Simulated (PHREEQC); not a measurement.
A solution holds 0.0042 mol/kgw HCl, 0.00095 mol/kgw LiCl and 8.3e-05 mol/kgw Na2SO4, at 25 °C. Closed to the air; pH follows from the charge balance.

The numbers come from PHREEQC with the ion-association model, phreeqc.dat.

Q: The ionic strength comes out as 0.00536 mol/kgw. What activity coefficients do Cl-, Na+, H+, HSO4-, SO4-2 get?

A: Cl- 0.92, Na+ 0.92, H+ 0.93, HSO4- 0.92, SO4-2 0.73.

No solid was allowed to form. Species that the database lacks are ignored.
